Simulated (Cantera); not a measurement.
Input (Python, Cantera) and output of one run.

```python
import numpy as np
import cantera as ct

gas_names = [...]  # 116 gases of nasa_gas.yaml made of C, H, Mg, O
cond_names = """
    C(gr) C6H6(L) C7H8(L) C8H18(L),n-octa H2O(s) H2O(L) Mg(cr) Mg(L) MgCO3(s) MgO(s) MgO(L) MgO2H2(s)
""".split()


# ... load() reads the species with a 1 bar reference pressure and builds the phases ...
atoms = {
    'MgCO3': {'Mg': 1, 'C': 1, 'O': 3},
    'H2O': {'H': 2, 'O': 1},
}
top_T = {'C(gr)': 4500}  # K; cautious upper limits of use, not melting points


# ... equilibrate(T, P, feed) seeds the gas with the atoms and calls Mixture.equilibrate('TP', solver="vcs", rtol=1e-11, max_steps=5000) ...
results = []
feed = {'MgCO3': 1, 'H2O': 0.061}  # mol
T = 1573.15  # K
P = 260  # Pa
mix = equilibrate(T, P, feed)
results.append((T, P, feed, dict(zip(mix.species_names, mix.species_moles))))
print(gas.report(threshold=1e-06))
for i in range(1, mix.n_phases):
    print(f"{mix.phase(i).name:16s} {mix.phase_moles(i):12.5e} mol")
```

Result:

```
       temperature   1573.2 K
          pressure   260 Pa
           density   0.00084287 kg/m^3
  mean mol. weight   42.402 kg/kmol
   phase of matter   gas

                          1 kg             1 kmol
                     ---------------   ---------------
          enthalpy       -7.4852e+06       -3.1739e+08  J
   internal energy       -7.7937e+06       -3.3047e+08  J
           entropy            8110.5         3.439e+05  J/K
    Gibbs function       -2.0244e+07        -8.584e+08  J
 heat capacity c_p            1364.4             57855  J/K
 heat capacity c_v            1168.3             49541  J/K

                      mass frac. Y      mole frac. X     chem. pot. / RT
                     ---------------   ---------------   ---------------
                CO          0.003344         0.0050622           -46.602
               CO2           0.97038           0.93496           -66.535
                 H        1.9635e-07        8.2595e-06           -16.919
                H2        5.0845e-06        0.00010694           -33.838
               H2O          0.024281          0.057151           -53.771
                 O        3.9037e-06        1.0346e-05           -19.933
                OH        6.3949e-05        0.00015944           -36.852
                O2          0.001918         0.0025416           -39.867
     [ +108 minor]        4.5432e-08        3.7159e-08

C(gr)             0.00000e+00 mol
Mg(L)             0.00000e+00 mol
MgO(s)            1.00000e+00 mol
```

Method: chemical equilibrium by Gibbs-energy minimisation in Cantera with the NASA 1993 tables (ideal gas, pure condensed phases).
